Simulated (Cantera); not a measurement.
Cantera with NASA thermochemical tables; ideal gases at 1 bar, condensed phases pure. Values are per mole of reaction as written; species without (g) are pure solids or liquids, kept so even where they would boil at 1 bar.

4 Al + O2(g) → 2 Al2O(g), with ΔH° = -290.4 kJ and ΔS° = 186.2 J/K at 300 K.

### Question
How far is the shortcut ΔG° ≈ ΔH°(300 K) − T·ΔS°(300 K) from the full temperature-dependent value at 673, 823, 973, 1123, 1273, 1423, 1573, 1723, 1873 K?

### Answer
```csv
T (K),shortcut (kJ),full (kJ),difference (kJ),difference in log10 K,condensed phases
673,-415.7,-411.7,-4.0,0.31,Al(s)
823,-443.6,-436.1,-7.6,0.48,Al(s)
973,-471.6,-457.6,-14.0,0.75,Al(l)
1123,-499.5,-473.1,-26.4,1.23,Al(l)
1273,-527.4,-487.7,-39.7,1.63,Al(l)
1423,-555.4,-501.7,-53.7,1.97,Al(l)
1573,-583.3,-515.0,-68.3,2.27,Al(l)
1723,-611.2,-527.7,-83.5,2.53,Al(l)
1873,-639.1,-539.9,-99.2,2.77,Al(l)
```
The shortcut ignores heat capacities and the phase changes listed.
